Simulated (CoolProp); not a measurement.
Vapour-liquid equilibrium of R125 (1) + R152A (2) at 280.3 K; x and y are mole fractions of (1).

The numbers come from the multi-fluid Helmholtz-energy mixture model, Lemmon 2005 and Outcalt 1996; pair parameters Bell 2016 in CoolProp.

```csv
x,"bubble pressure, mixture model (bar)","bubble pressure, Raoult's law (bar)","y, mixture model","y, Raoult's law"
0.05,…,3.636,0.109,0.115
0.2,…,4.381,0.353,0.381
0.35,5.020,5.126,0.531,0.570
0.5,5.705,5.870,…,0.711
0.65,6.432,6.615,…,0.821
0.8,…,7.360,…,0.908
0.95,8.061,8.105,…,0.979
```

What belongs in the gaps?


- 0.05, bubble pressure, mixture model (bar): 3.642
- 0.2, bubble pressure, mixture model (bar): 4.347
- 0.5, y, mixture model: 0.674
- 0.65, y, mixture model: 0.794
- 0.8, bubble pressure, mixture model (bar): 7.218
- 0.8, y, mixture model: 0.894
- 0.95, y, mixture model: 0.977

The largest gap from Raoult's law is -2.8 % in bubble pressure, at x = 0.5. No azeotrope shows between x = 0.05 and 0.95.

The pair parameters rest on a limited set of measurements; away from them the model extrapolates.
